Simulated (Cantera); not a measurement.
An isothermal, constant-pressure homogeneous reactor starts with C2H6 : H2 = 1 : 1.3 (molar parts), at 1425 K and 1.00 atm. Integrator tolerance rtol = 1e-08.

Detailed kinetics in Cantera: GRI-Mech 3.0 (53 species, 325 reactions). GRI-Mech 3.0 stops at C3 and has no aromatics, soot or wall deposition, so with more carbon than oxygen in the feed, carbon stays in small species such as C2H2 where larger ones or solid carbon would form.

Problem. What does this change do: H2 1.3 to 11 parts?

Solution. 
| quantity | before | after |
|---|---|---|
| x(C2H6) at 1.00 s | 0.000411 (gas-phase equilibrium 0.000371) | 0.000100 (gas-phase equilibrium 5.67e-5) |
| x(H2) at 1.00 s | 0.586 (gas-phase equilibrium 0.548) | 0.867 (gas-phase equilibrium 0.849) |
| x(C2H4) at 1.00 s | 0.0485 (gas-phase equilibrium 0.0425) | 0.00894 (gas-phase equilibrium 0.00418) |
| x(H) at 1.00 s | 6.46e-6 (gas-phase equilibrium 5.05e-6) | 8.55e-6 (gas-phase equilibrium 6.29e-6) |
| x(CH4) at 1.00 s | 0.232 (gas-phase equilibrium 0.286) | 0.107 (gas-phase equilibrium 0.139) |
| x(C2H2) at 1.00 s | 0.133 (gas-phase equilibrium 0.123) | 0.0170 (gas-phase equilibrium 0.00784) |

Problem. What does this change do: pressure from 1.00 atm to 0.345 atm?

Solution. 
```tsv
quantity	before	after
x(C2H6) at 1.00 s	0.000411 (gas-phase equilibrium 0.000371)	8.68e-5 (gas-phase equilibrium 8.78e-5)
x(H2) at 1.00 s	0.586 (gas-phase equilibrium 0.548)	0.666 (gas-phase equilibrium 0.651)
x(C2H4) at 1.00 s	0.0485 (gas-phase equilibrium 0.0425)	0.0256 (gas-phase equilibrium 0.0245)
x(H) at 1.00 s	6.46e-6 (gas-phase equilibrium 5.05e-6)	1.04e-5 (gas-phase equilibrium 9.36e-6)
x(CH4) at 1.00 s	0.232 (gas-phase equilibrium 0.286)	0.131 (gas-phase equilibrium 0.152)
x(C2H2) at 1.00 s	0.133 (gas-phase equilibrium 0.123)	0.178 (gas-phase equilibrium 0.173)
```

Problem. What does this change do: H2 1.3 to 2.3 parts?

Solution. 
```json
[
 {"quantity": "x(C2H6) at 1.00 s", "before": "0.000411 (gas-phase equilibrium 0.000371)", "after": "0.000346 (gas-phase equilibrium 0.000301)"},
 {"quantity": "x(H2) at 1.00 s", "before": "0.586 (gas-phase equilibrium 0.548)", "after": "0.656 (gas-phase equilibrium 0.617)"},
 {"quantity": "x(C2H4) at 1.00 s", "before": "0.0485 (gas-phase equilibrium 0.0425)", "after": "0.0371 (gas-phase equilibrium 0.0305)"},
 {"quantity": "x(H) at 1.00 s", "before": "6.46e-6 (gas-phase equilibrium 5.05e-6)", "after": "6.98e-6 (gas-phase equilibrium 5.36e-6)"},
 {"quantity": "x(CH4) at 1.00 s", "before": "0.232 (gas-phase equilibrium 0.286)", "after": "0.215 (gas-phase equilibrium 0.273)"},
 {"quantity": "x(C2H2) at 1.00 s", "before": "0.133 (gas-phase equilibrium 0.123)", "after": "0.0913 (gas-phase equilibrium 0.0786)"}
]
```
